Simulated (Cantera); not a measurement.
An adiabatic, constant-pressure homogeneous reactor starts with 3.44 % CH₄, 1.07 % H₂, 20.0 % O₂, 75.4 % N₂, at 1575 K and 1000000 Pa.

Detailed kinetics in Cantera: GRI-Mech 3.0 (53 species, 325 reactions).

One state of this run: T (K) = 2325; x CH₄ = <1e-12; x H₂ = 0.000171; x O₂ = 0.120; x C₂H = <1e-12; x NO = 0.0122; x CH₂CO = <1e-12; x CO₂ = 0.0342. x: mole fraction; the columns are a selection and need not sum to one.

Q: Which value of t (s) does it belong to?
A) 2.63e-6
B) 6.92e-6
C) 2.00
D) 1.00e-6

A: C, 2.00
